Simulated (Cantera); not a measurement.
Charge: 1 mol Cu2O, 0.85 mol CH4, 3.4 mol H2, equilibrated at 4500 Pa.

Cantera equilibrium calculation (NASA polynomials, part measured and part estimated; ideal gas, pure solids and liquids). Candidate condensed phases: C, C6H6, C7H8, C8H18, Cu, CuO, Cu(OH)2, Cu2O, H2O; 113 gas species. Rates play no part.

x: gas mole fraction; n: condensed amount in mol.

```csv
T (K),x H2,x Cu,x CO,x H2O,x H,x CO2,n Cu(l)
1498,0.833,0.000177,0.141,0.0237,7.39e-5,0.00155,2.00
1598,0.832,0.000858,0.141,0.0238,0.000229,0.00135,1.99
1698,0.830,0.00344,0.141,0.0239,0.000621,0.00119,1.98
1798,0.822,0.0118,0.140,0.0238,0.00150,0.00106,1.93
1898,0.801,0.0352,0.137,0.0233,0.00330,0.000947,(withheld)
1998,0.748,0.0939,0.128,0.0219,0.00654,0.000820,(withheld)
2098,0.632,0.228,0.109,0.0186,0.0115,0.000649,(withheld)
2198,0.607,0.247,0.105,0.0180,0.0205,0.000592,(withheld)
```

### Question
What belongs in the gaps?

### Answer

- 1898, n Cu(l): 1.78
- 1998, n Cu(l): 1.38
- 2098, n Cu(l): 0.210
- 2198, n Cu(l): 0
